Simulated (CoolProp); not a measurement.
Vapour-liquid equilibrium of hydrogen chloride (1) + n-butane (2) at 226.1 K; x and y are mole fractions of (1).

The numbers come from the multi-fluid Helmholtz-energy mixture model, Thol 2018 and Bücker 2006; pair parameters Bell 2016 in CoolProp.

| x | bubble pressure (bar) | y at the bubble point | dew pressure at overall composition x (bar) | liquid density (mol/L) |
|---|---|---|---|---|
| 0.05 | 0.8002 | 0.862 | 0.1187 | 11.56 |
| 0.2 | ___ | 0.960 | 0.1410 | ___ |
| 0.35 | ___ | 0.974 | 0.1734 | ___ |
| 0.5 | 4.323 | 0.979 | 0.2252 | 16.48 |
| 0.65 | 4.650 | 0.982 | 0.3209 | 19.05 |
| 0.8 | 5.023 | 0.986 | ___ | 22.54 |
| 0.95 | 5.629 | 0.995 | 2.118 | ___ |

Q: What belongs in the gaps?

A: 
- 0.2, bubble pressure (bar): 2.621
- 0.2, liquid density (mol/L): 12.88
- 0.35, bubble pressure (bar): 3.759
- 0.35, liquid density (mol/L): 14.48
- 0.8, dew pressure at overall composition x (bar): 0.5577
- 0.95, liquid density (mol/L): 27.55

No azeotrope shows between x = 0.05 and 0.95.

Pair parameters are fitted to limited data, so mixtures are less certain than the pure fluids. With so large a gap from Raoult's law the liquid may split in two, which this calculation doesn't test in full.
